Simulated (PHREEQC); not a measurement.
A solution holds 0.011 mol ZnCl2, 0.00078 mol H3BO3 and 0.098 mol MnSO4 per kg of water, at 76 °C. Closed to the air; pH follows from the charge balance.

Model: ion-association model, phreeqc.dat, run in PHREEQC.

Precipitation was switched off in this run.

Problem. Estimate the pH, ionic strength, specific conductance.

Solution. pH 5.46; ionic strength 0.188 mol/kgw; specific conductance 19100 µS/cm.

Problem. In which forms is S present?

Solution. MnSO4 54 %, SO4-2 39 %, ZnSO4 4.5 %, Zn(SO4)2-2 2.0 % of the S.

At this temperature some constants are extrapolated from 25 °C, and those without enthalpy data are left unchanged.
